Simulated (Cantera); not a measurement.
Feed: 1 mol Si(CH3)4, 0.011 mol C3H8, 1600 mol H2, 0.77 mol HCl, equilibrated at 0.00290 bar.

Equilibrium computed with Cantera from the NASA thermochemical tables; the gas is ideal and each condensed phase is pure. Candidate condensed phases: C, C6H6, C7H8, C8H18, Si, SiC; 109 gas species. The numbers say what is thermodynamically allowed, not how fast it happens. All values below are at 2025 K.

Base state: H2 0.963, H 0.0351, C2H2 (acetylene) 0.000871, Si 0.000548, HCl 0.000458, SiC2 2.55e-5, SiH 1.85e-5, Cl 1.24e-5 (mole fractions); condensed: C(graphite).

What changes in the equilibrium state with this change: pressure from 0.00290 bar to 0.0200 bar?


| species | before | after |
|---|---|---|
| H2 | 0.963 | 0.985 |
| H | 0.0351 | 0.0135 |
| C2H2 (acetylene) | 0.000871 | 0.000891 |
| Si | 0.000548 | 0.000175 |
| SiC2 | 2.55e-5 | 8.12e-6 |
| Cl | 1.24e-5 | 4.79e-6 |
| SiH | 1.85e-5 | 1.57e-5 |
| C(graphite), mol | 1.08 | 0.446 |
| SiC(s), mol | 0 | 0.649 |
